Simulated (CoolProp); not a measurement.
Vapour-liquid equilibrium of propane (1) + isohexane (2) at 0.248 MPa; x and y are mole fractions of (1).

Values from CoolProp's multi-fluid Helmholtz-energy mixture model, Lemmon 2009 and Lemmon 2006; pair parameters Bell 2016.

| x | bubble temperature (°C) | y at the bubble point | dew temperature at overall composition x (°C) | liquid density (mol/L) |
|---|---|---|---|---|
| 0.05 | … | … | 89.4 | 7.122 |
| 0.125 | 49.5 | 0.730 | 86.3 | 7.604 |
| 0.2 | 33.4 | 0.859 | 83.0 | 8.030 |
| 0.275 | 21.9 | 0.918 | 79.6 | 8.425 |
| 0.35 | 13.3 | 0.949 | 75.8 | 8.806 |
| 0.425 | 6.7 | 0.966 | … | 9.187 |
| 0.5 | 1.3 | 0.977 | 67.3 | 9.572 |
| 0.575 | -3.1 | 0.984 | 62.3 | 9.969 |
| 0.65 | -6.9 | 0.989 | 56.6 | 10.38 |
| 0.725 | -10.2 | 0.993 | 49.9 | 10.81 |
| 0.8 | … | 0.995 | 41.7 | 11.26 |
| 0.875 | -15.7 | 0.997 | 30.7 | 11.73 |
| 0.95 | -18.1 | 0.999 | 12.8 | 12.22 |

Task: Complete the blanks.

Result: 
- 0.05, bubble temperature (°C): 72.2
- 0.05, y at the bubble point: 0.417
- 0.425, dew temperature at overall composition x (°C): 71.8
- 0.8, bubble temperature (°C): -13.1

No azeotrope shows between x = 0.05 and 0.95.

The pair parameters rest on a limited set of measurements; away from them the model extrapolates.
